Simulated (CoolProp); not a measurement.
Vapour-liquid equilibrium of n-butane (1) + cis-2-butene (2) at 0.0405 MPa; x and y are mole fractions of (1).

Model: multi-fluid Helmholtz-energy mixture model, Bücker 2006 and Lemmon 2005; pair parameters Bell 2016, in CoolProp.

| x | bubble temperature (°C) | y at the bubble point | dew temperature at overall composition x (°C) | liquid density (mol/L) |
|---|---|---|---|---|
| 0.05 | -18.5 | 0.066 | -18.4 | 11.78 |
| 0.2 | -19.5 | 0.244 | -19.3 | 11.60 |
| 0.35 | -20.3 | 0.400 | -20.0 | 11.43 |
| 0.5 | -20.9 | 0.545 | -20.7 | 11.27 |
| 0.65 | -21.4 | 0.684 | -21.3 | 11.10 |
| 0.8 | -21.9 | 0.821 | -21.8 | 10.94 |
| 0.95 | -22.3 | 0.956 | -22.3 | 10.79 |

No azeotrope shows between x = 0.05 and 0.95.

Pair parameters are fitted to limited data, so mixtures are less certain than the pure fluids.
